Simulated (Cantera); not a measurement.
A freely propagating, adiabatic, planar premixed flame of 8.80 % CH4, 4.75 % H2, 18.1 % O2, 68.3 % N2, unburnt at 625 K and 750 Torr; unity-Lewis-number transport, grid criteria slope 0.08 and curve 0.16, no radiation.

Model: GRI-Mech 3.0 (53 species, 325 reactions), integrated in Cantera. Unity Lewis numbers drop preferential diffusion, which matters most where H2 and H carry the flame. Burning velocities carry a grid error of a few per cent, more on coarse grids.

x: mole fraction of selected species; z is measured from the peak of heat release.

| z (mm) | T (K) | u (m/s) | x CH4 | x H2 | x O2 | x C2H | x O | x CH2O |
|---|---|---|---|---|---|---|---|---|
| -0.984 | 625 | 1.32 | 0.0880 | 0.0475 | 0.181 | <1e-8 | <1e-8 | 5.95e-7 |
| -0.656 | 628 | 1.32 | 0.0878 | 0.0475 | 0.181 | <1e-8 | <1e-8 | ? |
| -0.492 | 640 | 1.35 | 0.0871 | 0.0475 | 0.180 | <1e-8 | <1e-8 | 2.40e-5 |
| -0.328 | 704 | 1.48 | 0.0831 | 0.0475 | 0.174 | <1e-8 | 5.09e-8 | 0.000127 |
| -0.164 | 1055 | 2.24 | 0.0599 | 0.0474 | 0.138 | <1e-8 | 8.22e-6 | 0.000601 |
| -0.0820 | 1446 | 3.10 | 0.0322 | 0.0470 | 0.0951 | <1e-8 | 0.000143 | 0.000835 |
| 0 | 1842 | 4.00 | 0.00610 | 0.0412 | 0.0459 | 3.46e-7 | 0.00144 | 0.000481 |
| 0.0820 | 1992 | 4.33 | 0.000281 | 0.0301 | 0.0224 | 1.96e-7 | 0.00431 | 5.40e-5 |
| 0.164 | 2034 | 4.42 | 7.48e-6 | 0.0273 | 0.0166 | 1.02e-8 | 0.00526 | 1.85e-6 |
| 0.328 | 2089 | 4.52 | ? | 0.0270 | ? | <1e-8 | ? | <1e-8 |
| 0.656 | 2161 | 4.64 | <1e-8 | 0.0255 | 0.0112 | <1e-8 | 0.00366 | <1e-8 |
| 1.31 | 2241 | 4.79 | <1e-8 | 0.0227 | 0.00868 | <1e-8 | 0.00245 | <1e-8 |
| 2.63 | 2314 | 4.91 | <1e-8 | 0.0200 | 0.00615 | <1e-8 | 0.00149 | <1e-8 |

Task: Complete the blanks.

Result: 
- -0.656, x CH2O: 5.19e-6
- 0.328, x CH4: 1.51e-8
- 0.328, x O2: 0.0136
- 0.328, x O: 0.00476
